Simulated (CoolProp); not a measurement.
Values from CoolProp's reference Helmholtz-energy equation of state, Lemmon 2006. It is a short technical equation, of lower accuracy than the large ones.

**Question.** For nitrous oxide, give the phase and the speed of sound (m/s), Joule-Thomson coefficient (K/MPa) at -12.45 °C and 0.0446 MPa.

**Answer.** 
- -12.45 °C and 0.0446 MPa: gas; speed of sound 252, Joule-Thomson coefficient 14.9
